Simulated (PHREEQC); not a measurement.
1 kg of water holding 0.22 mol Na2SO4 and 0.0043 mol NaCl is evaporated at 90 °C; the solids stay in contact with the brine. The system is closed to CO2. The run lets Halite, Mirabilite, Thenardite precipitate or redissolve, and no other solid.

The series has 28 steps of water left (kg), from 1 to 0.005012.

Model: Pitzer model, pitzer.dat, run in PHREEQC.

Which solids form, in which order, and at which step of the series does each first stand?

Thenardite from water left = 0.06418 kg.

Complexes and solids missing from the database can't appear. At this temperature some constants are extrapolated from 25 °C, and those without enthalpy data are left unchanged.
